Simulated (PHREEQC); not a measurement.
Dissolve 0.011 mol ZnSO4, 0.025 mol NaCl and 0.029 mol H2SO4 per kg of water at 25 °C. Closed to the air; pH follows from the charge balance.

Model: ion-association model, phreeqc.dat, run in PHREEQC.

This is a speciation only: nothing precipitates in the calculation.

Question: What pH does the model give?

Answer: pH 1.51.

Question: In which forms is S present?

Answer: HSO4- 52 %, SO4-2 36 %, ZnSO4 8.3 %, Zn(SO4)2-2 2.0 %, NaSO4- 1.6 % of the S.

Complexes and solids missing from the database can't appear.
